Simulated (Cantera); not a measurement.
A Cantera script and what it prints.

```python
import numpy as np
import cantera as ct

gas_names = """
    Hg N NO NO2 NO3 N2 N2O O O2 O3
""".split()
cond_names = """
    Hg(cr) Hg(L) HgO(s)
""".split()


# ... load() reads the species with a 1 bar reference pressure and builds the phases ...
atoms = {
    'HgO': {'Hg': 1, 'O': 1},
    'N2': {'N': 2},
}
top_T = {}  # K; cautious upper limits of use, not melting points


# ... equilibrate(T, P, feed) seeds the gas with the atoms and calls Mixture.equilibrate('TP', solver="vcs", rtol=1e-11, max_steps=5000) ...
results = []
feed = {'HgO': 1, 'N2': 3.1}  # mol
T = 575  # K
P = 400  # Pa
mix = equilibrate(T, P, feed)
results.append((T, P, feed, dict(zip(mix.species_names, mix.species_moles))))
x = sorted(zip(gas.X, gas.species_names), reverse=True)
print(f"T = {T:g} K  P = {P:g} Pa  gas = {mix.phase_moles(0):.4g} mol")
print("   x: " + "  ".join(f"{s} {v:.3e}" for v, s in x if v > 1e-05))
print("   condensed (mol): " + ("  ".join(f"{mix.phase(i).name} {mix.phase_moles(i):.4g}"
      for i in range(1, mix.n_phases) if mix.phase_moles(i) > 1e-12) or "none"))
```

It prints:

```
T = 575 K  P = 400 Pa  gas = 4.6 mol
   x: N2 6.739e-01  Hg 2.174e-01  O2 1.087e-01
   condensed (mol): none
```

Method: chemical equilibrium by Gibbs-energy minimisation in Cantera with the NASA 1993 tables (ideal gas, pure condensed phases).
